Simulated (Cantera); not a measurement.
A perfectly stirred reactor is fed with CH4 : N2 = 1 : 8.2 (molar parts), at 495 Torr; it is held at 1950 K, and followed from long to short residence time.

Detailed kinetics in Cantera: GRI-Mech 3.0 (53 species, 325 reactions). GRI-Mech 3.0 stops at C3 and has no aromatics, soot or wall deposition, so with more carbon than oxygen in the feed, carbon stays in small species such as C2H2 where larger ones or solid carbon would form.

What does this change do: 0.42 parts H2O added?


```tsv
quantity	before	after
x(CH4) at τ = 2.60 s	0.000910	0.00117
x(HCN) at τ = 2.60 s	0.000881	0.000700
x(CH3) at τ = 2.60 s	6.62e-5	7.51e-5
x(H2) at τ = 2.60 s	0.145	0.189
x(C2H) at τ = 2.60 s	2.77e-6	1.33e-6
x(CH4) at τ = 87.0 ms	0.00519	0.00561
x(HCN) at τ = 87.0 ms	0.000122	0.000107
x(CH3) at τ = 87.0 ms	0.000352	0.000365
x(H2) at τ = 87.0 ms	0.139	0.162
x(C2H) at τ = 87.0 ms	2.52e-6	1.69e-6
```
